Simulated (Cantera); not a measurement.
Input (Python, Cantera) and output of one run.

```python
import numpy as np
import cantera as ct

gas_names = """
    H HO2 H2 H2O H2O2 O OH O2 O3 Si SiH SiH2 SiH3 SiH4 SiO SiO2 Si2 Si3
""".split()
cond_names = """
    H2O(s) H2O(L) Si(cr) Si(L) SiO2(Lqz) SiO2(hqz) SiO2(L)
""".split()


def load(file, names, dense=False):
    # The tables refer to 1 bar. Condensed volumes are neglected.
    table = {s.name: s for s in ct.Species.list_from_file(file)}
    out = []
    for n in names:
        d = dict(table[n].input_data)
        d["thermo"] = dict(d["thermo"], **{"reference-pressure": 1e5})
        if dense:
            d["equation-of-state"] = {"model": "constant-volume", "density": "1e6 g/cm^3"}
        out.append(ct.Species.from_dict(d))
    return out


gas = ct.Solution(thermo="ideal-gas", species=load("nasa_gas.yaml", gas_names))
cond = {s.name: ct.Solution(thermo="fixed-stoichiometry", species=[s], name=s.name)
        for s in load("nasa_condensed.yaml", cond_names, dense=True)}
atoms = {
    'Si2H6': {'Si': 2, 'H': 6},
    'H2O': {'H': 2, 'O': 1},
    'H2': {'H': 2},
}
top_T = {}  # K; cautious upper limits of use, not melting points


def equilibrate(T, P, feed):
    n = {}
    for name, mol in feed.items():
        for a, k in atoms[name].items():
            n[a] = n.get(a, 0.0) + k * mol
    gas.TPX = T, P, n
    mass = sum(n.values()) * gas.mean_molecular_weight
    gas.equilibrate("TP")
    valid = [c for c in cond.values() if c.min_temp <= T <= top_T.get(c.name, c.max_temp)]
    mix = ct.Mixture([(gas, mass / gas.mean_molecular_weight)] + [(c, 0.0) for c in valid])
    mix.T, mix.P = T, P
    mix.equilibrate("TP", solver="vcs", rtol=1e-11, max_steps=5000)
    return mix


results = []
T = 1925  # K
P = 1333.22  # Pa
for m in [0.64, 0.84, 1.1, 1.5, 2, 2.6, 3.4, 4.5, 6, 7.9, 10, 14]:
    feed = {'Si2H6': 1, 'H2O': m, 'H2': 49}  # mol
    mix = equilibrate(T, P, feed)
    results.append((T, P, feed, dict(zip(mix.species_names, mix.species_moles))))

top = {s: max(r[3][s] / sum(r[3][g] for g in gas_names) for r in results) for s in gas_names}
cols = sorted((s for s in top if top[s] > 1e-06), key=lambda s: -top[s])[:5]
seen = [c for c in cond_names if any(r[3].get(c, 0) > 1e-12 for r in results)]
print("log10 of partial pressures in bar; condensed amounts in mol")
print(f"{'n(H2O)':>10s}" + "".join(f"{s[:9]:>10s}" for s in cols + seen))
for T, P, feed, n in results:
    ng = sum(n[g] for g in gas_names)
    print(f"{feed['H2O']:10.4g}" + "".join(f"{np.log10(max(n[s] / ng * P / 1e5, 1e-99)):10.3f}" for s in cols)
          + "".join(f"{n.get(c, 0):10.4g}" for c in seen))
```

Output:

```
log10 of partial pressures in bar; condensed amounts in mol
    n(H2O)        H2       H2O       SiO         H        Si     Si(L)   SiO2(L)
      0.64    -1.885    -8.755    -3.798    -3.962    -4.759     1.278         0
      0.84    -1.886    -8.642    -3.683    -3.963    -4.759     1.078         0
       1.1    -1.888    -8.531    -3.570    -3.964    -4.759    0.8171         0
       1.5    -1.891    -8.406    -3.442    -3.965    -4.759    0.4159         0
         2    -1.894    -6.497    -3.324    -3.967    -6.554         0         0
       2.6    -1.899    -3.852    -3.329    -3.969    -9.208         0         0
       3.4    -1.905    -3.490    -3.335    -3.972    -9.582         0         0
       4.5    -1.913    -3.246    -3.343    -3.976    -9.842         0         0
         6    -1.917    -3.109    -3.479    -3.978   -10.119         0    0.5144
       7.9    -1.924    -2.966    -3.631    -3.982   -10.421         0     0.925
        10    -1.935    -2.842    -3.765    -3.987   -10.690         0     1.187
        14    -1.958    -2.677    -3.953    -3.999   -11.067         0     1.442
```

Cantera equilibrium calculation (NASA polynomials, part measured and part estimated; ideal gas, pure solids and liquids). The feed counts by its element totals alone. The tables hold silica as quartz up to 1696 K and as liquid above; real silica turns to tridymite and cristobalite and melts near 1996 K. Gases not in the tables: Si2H6 and higher silanes.
